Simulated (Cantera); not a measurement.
# Pyrogenic steam for wet oxidation

An isothermal, constant-pressure homogeneous reactor starts with H2 : O2 : N2 = 0.37 : 1 : 4 (molar parts), equivalence ratio 0.18, at 1350 K and 0.849 atm.

Computed with Cantera and GRI-Mech 3.0 (53 species, 325 reactions). The temperature is held fixed by assumption; the heat of reaction is taken as removed at once.

```json
[
 {"t (s)": "2.00e-5", "x H2": "0.0688", "x O2": "0.186", "x O": "2.34e-5", "x NO2": "<1e-12", "x N2O": "2.90e-11", "x NO": "<1e-12", "x HO2": "3.95e-6"},
 {"t (s)": "5.80e-5", "x H2": "0.00387", "x O2": "0.152", "x O": "0.0119", "x NO2": "1.84e-9", "x N2O": "1.22e-7", "x NO": "3.39e-6", "x HO2": "5.15e-5"},
 {"t (s)": "0.000168", "x H2": "0.000462", "x O2": "0.156", "x O": "0.00138", "x NO2": "1.40e-8", "x N2O": "2.80e-7", "x NO": "4.93e-6", "x HO2": "2.72e-5"},
 {"t (s)": "0.000489", "x H2": "4.68e-5", "x O2": "0.157", "x O": "0.000137", "x NO2": "4.52e-8", "x N2O": "3.42e-7", "x NO": "4.92e-6", "x HO2": "5.92e-6"},
 {"t (s)": "0.00142", "x H2": "5.98e-6", "x O2": "0.157", "x O": "2.07e-5", "x NO2": "6.02e-8", "x N2O": "3.64e-7", "x NO": "4.91e-6", "x HO2": "1.12e-6"},
 {"t (s)": "0.00411", "x H2": "1.10e-6", "x O2": "0.157", "x O": "4.55e-6", "x NO2": "4.96e-8", "x N2O": "3.72e-7", "x NO": "4.92e-6", "x HO2": "2.65e-7"},
 {"t (s)": "0.0119", "x H2": "2.78e-7", "x O2": "0.157", "x O": "1.26e-6", "x NO2": "3.36e-8", "x N2O": "3.69e-7", "x NO": "4.94e-6", "x HO2": "8.38e-8"},
 {"t (s)": "0.0346", "x H2": "8.96e-8", "x O2": "0.157", "x O": "4.22e-7", "x NO2": "2.75e-8", "x N2O": "3.42e-7", "x NO": "4.94e-6", "x HO2": "4.36e-8"},
 {"t (s)": "0.101", "x H2": "4.53e-8", "x O2": "0.157", "x O": "2.09e-7", "x NO2": "3.27e-8", "x N2O": "2.67e-7", "x NO": "4.94e-6", "x HO2": "3.86e-8"},
 {"t (s)": "0.292", "x H2": "4.01e-8", "x O2": "0.157", "x O": "1.83e-7", "x NO2": "3.51e-8", "x N2O": "1.32e-7", "x NO": "4.94e-6", "x HO2": "3.87e-8"},
 {"t (s)": "0.846", "x H2": "3.99e-8", "x O2": "0.157", "x O": "1.82e-7", "x NO2": "3.52e-8", "x N2O": "3.71e-8", "x NO": "4.94e-6", "x HO2": "3.87e-8"},
 {"t (s)": "2.46", "x H2": "3.99e-8", "x O2": "0.157", "x O": "1.82e-7", "x NO2": "3.52e-8", "x N2O": "2.77e-8", "x NO": "4.94e-6", "x HO2": "3.87e-8"},
 {"t (s)": "7.13", "x H2": "3.99e-8", "x O2": "0.157", "x O": "1.82e-7", "x NO2": "3.52e-8", "x N2O": "2.77e-8", "x NO": "4.94e-6", "x HO2": "3.87e-8"},
 {"t (s)": "20.7", "x H2": "3.99e-8", "x O2": "0.157", "x O": "1.82e-7", "x NO2": "3.53e-8", "x N2O": "2.77e-8", "x NO": "4.95e-6", "x HO2": "3.87e-8"},
 {"t (s)": "60.0", "x H2": "3.99e-8", "x O2": "0.157", "x O": "1.82e-7", "x NO2": "3.54e-8", "x N2O": "2.77e-8", "x NO": "4.97e-6", "x HO2": "3.87e-8"}
]
```
x: mole fraction; the columns are a selection and need not sum to one.

Equilibrium at this temperature and pressure: H2 3.99e-8, O2 0.157, O 1.81e-7, NO2 3.32e-6, N2O 2.77e-8, NO 0.000466, HO2 3.87e-8 (gas phase only).
